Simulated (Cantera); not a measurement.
Input: 1 mol Si, a varied amount of CO2, 300 mol H2, at 1325 K and 10.0 mbar.

Equilibrium computed with Cantera from the NASA thermochemical tables; the gas is ideal and each condensed phase is pure. Candidate condensed phases: C, C6H6, C7H8, C8H18, H2O, Si, SiC, SiO2; 123 gas species. Mutual solubility and eutectic melting of coexisting phases are not modelled. The tables hold silica as quartz up to 1696 K and as liquid above; real silica turns to tridymite and cristobalite and melts near 1996 K. The numbers say what is thermodynamically allowed, not how fast it happens.

log p: log10 of the partial pressure in bar; n: condensed amount in mol.

| n(CO2) (mol) | log p H2 | log p SiO | log p CO | log p H | log p H2O | n Si(s) | n SiC(s) | n SiO2(β-quartz) |
|---|---|---|---|---|---|---|---|---|
| 0.02 | -2.00 | -5.88 | -7.76 | -6.79 | -9.43 | 0.941 | 0.0194 | 0 |
| 0.029 | -2.00 | -5.72 | -7.60 | -6.79 | -9.27 | 0.915 | 0.0282 | 0 |
| 0.041 | -2.00 | -5.57 | -7.45 | -6.79 | -9.12 | 0.879 | 0.0399 | 0 |
| 0.059 | -2.00 | -5.41 | -7.29 | -6.79 | -8.96 | 0.826 | 0.0574 | 0 |
| 0.084 | -2.00 | -5.26 | -7.14 | -6.79 | -8.81 | ___ | 0.0817 | 0 |
| 0.12 | -2.00 | -5.10 | -6.98 | -6.79 | -8.65 | ___ | 0.117 | 0 |
| 0.17 | -2.00 | -4.95 | -6.83 | -6.79 | -8.50 | ___ | 0.165 | 0 |
| 0.25 | -2.00 | -4.86 | -6.74 | -6.79 | -8.41 | ___ | 0.244 | 0.0390 |
| 0.35 | -2.00 | -4.86 | -6.74 | -6.79 | -8.41 | ___ | 0.344 | 0.139 |

Question: What belongs in the gaps?

Answer: 
- 0.084, n Si(s): 0.752
- 0.12, n Si(s): 0.646
- 0.17, n Si(s): 0.499
- 0.25, n Si(s): 0.300
- 0.35, n Si(s): 0.100
